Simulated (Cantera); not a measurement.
Feed: 1 mol SiO2, 0.86 mol MgO, 0.14 mol O2, equilibrated at 875 K and 1.33 mbar.

Cantera equilibrium calculation (NASA polynomials, part measured and part estimated; ideal gas, pure solids and liquids). Candidate condensed phases: Mg, MgO, MgSiO3, Mg2SiO4, Si, SiO2; 11 gas species. Condensed phases not in the tables: alloys, solid solutions and most ternary compounds. Kinetics and transport are ignored.

Base state: O2 1.00 (mole fractions); condensed: MgSiO3(s) + SiO2(β-quartz).

Problem. What changes in the equilibrium state with this change: temperature from 875 K to 1698.15 K?

Solution. 
```json
[
 {"species": "O2", "before": "1.00", "after": "0.999"},
 {"species": "O", "before": "<1e-9", "after": "0.00120"},
 {"species": "MgSiO3(s), mol", "before": "0.860", "after": "0.860"},
 {"species": "SiO2(β-quartz), mol", "before": "0.140", "after": "0"},
 {"species": "SiO2(condensed), mol", "before": "0", "after": "0.140"}
]
```
Mutual solubility and eutectic melting of coexisting phases are not modelled. The tables hold silica as quartz up to 1696 K and as liquid above; real silica turns to tridymite and cristobalite and melts near 1996 K.
